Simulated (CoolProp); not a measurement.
Octamethyltrisiloxane (MDM) along the isobar 1.17 MPa: fugacity coefficient from the reference equation and from simpler models built on Tc = 292.2 °C, pc = 1.438 MPa, ω = 0.528; each cubic takes its own stable root.

Values from CoolProp's reference Helmholtz-energy equation of state, Thol 2017.

```
T (°C)   phase  reference
------  ------  ---------
-65.45  liquid   4.445e-8
-44.15  liquid   9.013e-7
-22.85  liquid   9.949e-6
-1.55   liquid   6.968e-5
19.75   liquid  0.0003445
41.15   liquid   0.001305
62.45   liquid   0.003961
83.75   liquid    0.01011
105.05  liquid    0.02243
126.35  liquid    0.04429
147.65  liquid    0.07941
168.95  liquid     0.1313
190.25  liquid     0.2027
211.55  liquid     0.2948
```

**Question.** How far does each simpler model (van der Waals, Redlich-Kwong) lie from the reference over these 14 states: mean and median of the absolute difference, and the worst?

**Answer.** 
- van der Waals: mean 753063.5 %, median 2078.5 %, worst +9255243.1 % at -65.45 °C and 1.17 MPa
- Redlich-Kwong: mean 3932.8 %, median 448.8 %, worst +31801.0 % at -65.45 °C and 1.17 MPa
